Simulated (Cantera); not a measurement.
# Adiabatic ignition

An adiabatic, constant-pressure homogeneous reactor starts with CH4 : O2 : N2 : H2O = 1 : 3.57 : 13.4 : 0.65 (molar parts), at 1375 K and 3.06 atm.

Model: GRI-Mech 3.0 (53 species, 325 reactions), integrated in Cantera.

```tsv
t (s)	T (K)	x CH4	x O2	x H2O	x O	x NO	x CH2
4.00e-6	1375	0.0537	0.192	0.0349	4.90e-10	<1e-12	<1e-12
1.49e-5	1375	0.0537	0.192	0.0349	1.04e-9	<1e-12	<1e-12
5.52e-5	1375	0.0537	0.192	0.0349	4.12e-9	<1e-12	<1e-12
0.000205	1375	0.0537	0.192	0.0349	3.03e-8	<1e-12	2.11e-11
0.000761	1379	0.0528	0.191	0.0356	1.47e-7	<1e-12	3.03e-10
0.00283	2407	<1e-12	0.0826	0.137	0.00148	0.000767	<1e-12
0.0105	2401	<1e-12	0.0809	0.137	0.00142	0.00437	<1e-12
0.0390	2392	<1e-12	0.0783	0.137	0.00132	0.00976	<1e-12
0.145	2390	<1e-12	0.0777	0.137	0.00131	0.0109	<1e-12
0.538	2390	<1e-12	0.0777	0.137	0.00131	0.0109	<1e-12
2.00	2390	<1e-12	0.0777	0.137	0.00131	0.0109	<1e-12
```
x: mole fraction; the columns are a selection and need not sum to one.

```yaml
time_of_steepest_temperature_rise: 1.54 ms
temperature at 2.00 s: 2390 K
equilibrium_temperature: 2390 K
x(CH4) at 2.00 s: <1e-12 (gas-phase equilibrium <1e-12)
x(O2) at 2.00 s: 0.0777 (gas-phase equilibrium 0.0777)
x(H2O) at 2.00 s: 0.137 (gas-phase equilibrium 0.137)
```
